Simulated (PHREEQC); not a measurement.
Polishing slurry liquid: speciation

Consider water at 50 °C with 190 mmol/kgw HNO3 and 0.24 mmol/kgw CO2. Closed to the air; pH follows from the charge balance.

The numbers come from PHREEQC with the ion-association model, phreeqc.dat.

This is a speciation only: nothing precipitates in the calculation.

**Question.** What pH, density does the model give?

**Answer.** pH 0.82; density 0.994 g/cm³.

Species that the database lacks are ignored. Constants without temperature data keep their 25 °C values here.
